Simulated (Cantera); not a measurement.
**Ignition delay**

Mixture: 20.2 % H₂, 14.0 % O₂, 65.8 % N₂, equivalence ratio 0.72, at 18.0 bar, adiabatic and at constant pressure. Ignition delay is the time to a rise of 400 K.

Cantera simulation using GRI-Mech 3.0 (53 species, 325 reactions); the numbers are that mechanism's predictions, not measurements. The hydrogen kinetics of GRI-Mech 3.0 are dated; newer H2 mechanisms differ, most at raised pressure. The pressure lies above the range GRI-Mech 3.0 was tuned for (to about 10 atm).

```
T0 (K)  delay (ms)
------  ----------
1323       0.00684
1398       0.00221
1473       0.00129
1548      0.000906
1623      0.000693
```

```json
{
  "apparent activation energy between 1473 and 1623 K": "83 kJ/mol"
}
```
